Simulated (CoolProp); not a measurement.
Saturation properties of R365MFC (Tc = 186.9 °C, pc = 3.266 MPa, ω = 0.377).

Computed with CoolProp (reference Helmholtz-energy equation of state, Lemmon 2016).

```json
[
 {"T (°C)": "30.35", "p (MPa)": "0.07016", "liquid density (kg/m³)": "1245", "liquid cp (kJ/(kg K))": "1.387", "surface tension (mN/m)": "14.5"},
 {"T (°C)": "41.05", "p (MPa)": "0.1045", "liquid density (kg/m³)": "1222", "liquid cp (kJ/(kg K))": "1.410", "surface tension (mN/m)": "(withheld)"},
 {"T (°C)": "51.85", "p (MPa)": "0.1514", "liquid density (kg/m³)": "1198", "liquid cp (kJ/(kg K))": "1.434", "surface tension (mN/m)": "12.1"},
 {"T (°C)": "62.55", "p (MPa)": "0.2126", "liquid density (kg/m³)": "1173", "liquid cp (kJ/(kg K))": "1.459", "surface tension (mN/m)": "11.0"},
 {"T (°C)": "73.35", "p (MPa)": "0.2924", "liquid density (kg/m³)": "1146", "liquid cp (kJ/(kg K))": "1.487", "surface tension (mN/m)": "9.82"},
 {"T (°C)": "84.05", "p (MPa)": "0.3923", "liquid density (kg/m³)": "1119", "liquid cp (kJ/(kg K))": "1.517", "surface tension (mN/m)": "8.71"},
 {"T (°C)": "94.85", "p (MPa)": "0.5176", "liquid density (kg/m³)": "1090", "liquid cp (kJ/(kg K))": "1.551", "surface tension (mN/m)": "7.62"},
 {"T (°C)": "105.55", "p (MPa)": "(withheld)", "liquid density (kg/m³)": "1059", "liquid cp (kJ/(kg K))": "1.590", "surface tension (mN/m)": "6.56"},
 {"T (°C)": "116.35", "p (MPa)": "0.8552", "liquid density (kg/m³)": "1026", "liquid cp (kJ/(kg K))": "1.636", "surface tension (mN/m)": "5.52"},
 {"T (°C)": "127.05", "p (MPa)": "1.075", "liquid density (kg/m³)": "990.6", "liquid cp (kJ/(kg K))": "1.691", "surface tension (mN/m)": "4.52"},
 {"T (°C)": "137.85", "p (MPa)": "(withheld)", "liquid density (kg/m³)": "950.7", "liquid cp (kJ/(kg K))": "1.764", "surface tension (mN/m)": "3.55"},
 {"T (°C)": "148.55", "p (MPa)": "1.648", "liquid density (kg/m³)": "906.1", "liquid cp (kJ/(kg K))": "1.866", "surface tension (mN/m)": "2.64"},
 {"T (°C)": "159.35", "p (MPa)": "2.013", "liquid density (kg/m³)": "853.2", "liquid cp (kJ/(kg K))": "2.031", "surface tension (mN/m)": "1.77"}
]
```

### Question
Complete the blanks.

### Answer

- 41.05, surface tension (mN/m): 13.3
- 105.55, p (MPa): 0.6696
- 137.85, p (MPa): 1.339

It boils at 40.2 °C under 1 atm.

Surface tension comes from a separate correlation (Mulero 2012).
